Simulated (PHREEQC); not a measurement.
Consider water at 20 °C with 97 mmol/kgw H2SO4, 140 mmol/kgw CaCl2 and 110 mmol/kgw NaCl. Closed to the air; pH follows from the charge balance.

The numbers come from PHREEQC with the ion-association model, wateq4f.dat.

This is a speciation only: nothing precipitates in the calculation.

Question: Order these Ca species by the share of Ca that they hold, largest first: CaSO4, CaHSO4+, Ca+2.

Answer: Ca+2 (78 %), CaSO4 (12 %), CaHSO4+ (10 %)

The pH is 0.99 and the ionic strength 0.603 mol/kgw. Saturation is exceeded, for instance for Gypsum; the values hold only as long as no solid forms.
